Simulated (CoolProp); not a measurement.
C3F8 (R218) at 293.15 K and 0.174 MPa flows at 0.51 m/s in a round tube of 50 mm bore and 45 µm roughness, fully developed (64/Re and Nu = 3.66 if laminar; Colebrook and Gnielinski if turbulent). Each further row changes one setting.

Model: reference Helmholtz-energy equation of state, Lemmon 2006, in CoolProp. It is a short technical equation, of lower accuracy than the large ones.

```json
[
 {"case": "as stated", "Reynolds number": "29600", "Darcy friction factor": "0.0258", "pressure drop (Pa/m)": "0.938", "heat-transfer coefficient (W/(m² K))": "19.7", "mass flow (kg/h)": "___"},
 {"case": "velocity 1.02 m/s", "Reynolds number": "59100", "Darcy friction factor": "0.0232", "pressure drop (Pa/m)": "___", "heat-transfer coefficient (W/(m² K))": "35.9", "mass flow (kg/h)": "101"},
 {"case": "diameter 100 mm", "Reynolds number": "59100", "Darcy friction factor": "___", "pressure drop (Pa/m)": "0.396", "heat-transfer coefficient (W/(m² K))": "___", "mass flow (kg/h)": "___"}
]
```

Problem. What belongs in the gaps?

Solution. 
- as stated, mass flow (kg/h): 50.4
- velocity 1.02 m/s, pressure drop (Pa/m): 3.37
- diameter 100 mm, Darcy friction factor: 0.0218
- diameter 100 mm, heat-transfer coefficient (W/(m² K)): 16.8
- diameter 100 mm, mass flow (kg/h): 202

Viscosity comes from a separate model (Huber 2003), an estimate that may be off by 10 % or more. Thermal conductivity comes from a separate model (Huber 2003), an estimate that may be off by 10 % or more.
